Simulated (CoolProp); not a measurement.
Vapour-liquid equilibrium of n-butane (1) + cyclohexane (2) at 1.36 bar; x and y are mole fractions of (1).

Values from CoolProp's multi-fluid Helmholtz-energy mixture model, Bücker 2006 and Zhou 2014; pair parameters Bell 2016.

| x | bubble temperature (°C) | y at the bubble point | dew temperature at overall composition x (°C) | liquid density (mol/L) |
|---|---|---|---|---|
| 0.05 | 81.3 | 0.270 | 89.2 | 8.578 |
| 0.2 | 56.7 | 0.721 | 84.0 | 8.996 |
| 0.35 | 39.2 | 0.884 | 78.0 | 9.333 |
| 0.5 | 27.5 | 0.946 | 70.9 | 9.602 |
| 0.65 | 19.5 | 0.974 | 62.0 | 9.820 |
| 0.8 | 13.6 | 0.988 | 49.6 | 9.999 |
| 0.95 | 8.9 | 0.997 | 26.6 | 10.15 |

No azeotrope shows between x = 0.05 and 0.95.

Pair parameters are fitted to limited data, so mixtures are less certain than the pure fluids.
